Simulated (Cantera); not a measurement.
A diamond (100) surface in a fixed gas of H2 with x(CH4) = 0.0049, x(H) = 0.0029, x(CH3) = 0.00053, 0.197 atm; coverages are run to steady state.

Model: the Harris–Goodwin 1993 mechanism for the reconstructed diamond (100) surface, integrated in Cantera.

θ: site fractions in the mechanism's names (c6HH fully hydrogenated, c6H* and c6*H radical sites, c6** diradical, c6HM methylated).

```csv
T (K),growth (µm/h),θ c6HH,θ c6H*,θ c6*H,θ c6**,θ c6HM
950,___,0.558,0.0123,0.289,0.00547,0.104
1025,___,0.516,0.0184,0.349,0.00965,0.0761
1100,___,0.476,0.0256,0.404,0.0155,0.0515
1175,___,0.443,0.0339,0.455,0.0230,0.0272
1250,___,0.412,0.0426,0.495,0.0317,0.00977
1325,___,0.381,0.0508,0.520,0.0406,0.00274
1400,___,0.355,0.0584,0.533,0.0490,0.000723
```

Question: Fill in the missing entries.

Answer: 
- 950, growth (µm/h): 37.2
- 1025, growth (µm/h): 53.0
- 1100, growth (µm/h): 64.6
- 1175, growth (µm/h): 58.8
- 1250, growth (µm/h): 38.7
- 1325, growth (µm/h): 26.0
- 1400, growth (µm/h): 22.2
